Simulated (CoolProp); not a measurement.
n-perfluorohexane along the isobar 3330 kPa: Z from the reference equation and from simpler models built on Tc = 448.0 K, pc = 1742 kPa, ω = 0.497; each cubic takes its own stable root.

Computed with CoolProp (reference Helmholtz-energy equation of state, Gao 2022).

```
T (K)   phase  reference  van der Waals  Redlich-Kwong  Peng-Robinson
-----  ------  ---------  -------------  -------------  -------------
259.8  liquid     0.2904         0.5100         0.3511         0.2975
266    liquid     0.2862         0.5016         0.3461         0.2927
272.2  liquid     0.2824         0.4937         0.3414         0.2882
278.4  liquid     0.2787         0.4863         0.3370         0.2840
284.6  liquid     0.2753         0.4793         0.3330         0.2801
290.8  liquid     0.2721         0.4727         0.3292         0.2765
297    liquid     0.2691         0.4665         0.3258         0.2732
303.2  liquid     0.2663         0.4607         0.3226         0.2701
309.4  liquid     0.2638         0.4552         0.3197         0.2674
315.6  liquid     0.2613         0.4501         0.3171         0.2648
321.8  liquid     0.2591         0.4453         0.3147         0.2626
328    liquid     0.2571         0.4408         0.3126         0.2606
334.2  liquid     0.2553         0.4366         0.3108         0.2588
340.4  liquid     0.2536         0.4327         0.3093         0.2574
```
